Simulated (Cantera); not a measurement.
Input (Python, Cantera) and output of one run.

```python
import numpy as np
import cantera as ct

gas_names = [...]  # 92 gases of nasa_gas.yaml made of C, H, N
cond_names = """
    C(gr) C6H6(L) C7H8(L) C8H18(L),n-octa
""".split()


# ... load() reads the species with a 1 bar reference pressure and builds the phases ...
atoms = {
    'C3H8': {'C': 3, 'H': 8},
    'NH3': {'N': 1, 'H': 3},
    'N2': {'N': 2},
}
top_T = {'C(gr)': 4500}  # K; cautious upper limits of use, not melting points


# ... equilibrate(T, P, feed) seeds the gas with the atoms and calls Mixture.equilibrate('TP', solver="vcs", rtol=1e-11, max_steps=5000) ...
results = []
feed = {'C3H8': 1, 'NH3': 0.7, 'N2': 16}  # mol
T = 2773.15  # K
for P in [10, 100, 1000, 10000, 100000, 1000000, 10000000]:
    mix = equilibrate(T, P, feed)
    results.append((T, P, feed, dict(zip(mix.species_names, mix.species_moles))))

top = {s: max(r[3][s] / sum(r[3][g] for g in gas_names) for r in results) for s in gas_names}
cols = sorted((s for s in top if top[s] > 0.0001), key=lambda s: -top[s])[:9]
seen = [c for c in cond_names if any(r[3].get(c, 0) > 1e-12 for r in results)]
print("log10 of partial pressures in bar; condensed amounts in mol")
print(f"{'P/Pa':>10s}" + "".join(f"{s[:9]:>10s}" for s in cols + seen))
for T, P, feed, n in results:
    ng = sum(n[g] for g in gas_names)
    print(f"{P:10.4g}" + "".join(f"{np.log10(max(n[s] / ng * P / 1e5, 1e-99)):10.3f}" for s in cols)
          + "".join(f"{n.get(c, 0):10.4g}" for c in seen))
```

It prints:

```
log10 of partial pressures in bar; condensed amounts in mol
      P/Pa        N2         H        H2       HCN        CN        C3         C       HNC C2H2,acet     C(gr)
        10    -4.242    -4.449    -6.642    -6.700    -5.596    -5.771    -5.685    -7.509    -8.908         0
       100    -3.226    -3.492    -4.726    -4.868    -4.722    -4.673    -5.319    -5.677    -6.261         0
      1000    -2.183    -2.671    -3.085    -3.517    -4.191    -4.646    -5.310    -4.326    -4.601     1.634
     1e+04    -1.154    -2.041    -1.824    -2.372    -3.676    -4.646    -5.310    -3.180    -3.340     1.596
     1e+05    -0.141    -1.497    -0.738    -1.322    -3.170    -4.646    -5.310    -2.131    -2.254     1.521
     1e+06     0.864    -0.984     0.290    -0.306    -2.668    -4.646    -5.310    -1.115    -1.227      1.49
     1e+07     1.866    -0.480     1.296     0.698    -2.167    -4.646    -5.310    -0.111    -0.220     1.471
```

These are equilibrium values from Cantera (NASA tables, ideal gas, pure condensed phases), not measurements of a reactor. The ideal-gas law is rough above about 30 bar.
